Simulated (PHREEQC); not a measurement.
A made-up water analysis in mg/L, 25 °C, pH 8.49, pe 0.7:

```csv
constituent,mg/L
Na,14.3
K,1.3
Ca,6.02
Mg,5.81
Cl,19.5
S(6) as SO4,2.09
Alkalinity as HCO3,67.4
Si as SiO2,0.0475
N(-3) as NH4,0.0978
```

Valence states are taken as typed.

Model: ion-association model, phreeqc.dat, run in PHREEQC.

No solid was allowed to form.

Q: Order these S species by the share of S that they hold, largest first: MgSO4, SO4-2, CaSO4, NaSO4-.

A: SO4-2 (95 %), MgSO4 (3.5 %), CaSO4 (1.7 %), NaSO4- (0.24 %)

The pH is 8.49 and the ionic strength 0.00197 mol/kgw.
